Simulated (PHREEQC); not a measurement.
A PHREEQC input (ion-association model, phreeqc.dat):

```
SOLUTION 1
  temp 25
  units mg/L
  pH 5.66 charge
  pe 8.2
  Na 0.889
  K 1.63e-09
  Ca 1.54
  Mg 0.164
  Cl 2.25
  S(6) 2.31 as SO4
  Alkalinity 0.959 as HCO3
  Si 0.0128 as SiO2
  B 0.0141
END
USE solution 1
EQUILIBRIUM_PHASES 1
  Quartz 0 0.5
  Gypsum 0 0
  CO2(g) -2.5 10
END
```

It stops with these messages:

```
ERROR: pH adustment cannot attain charge balance when alkalinity is fixed.
ERROR: Program terminating due to input errors.
```

The fault: pH asked from the charge balance while alkalinity is fixed. The line should read `pH 5.66` where the input has `pH 5.66 charge`. With the mend the run ends at pH 5.58 and ionic strength 0.000199 mol/kgw.
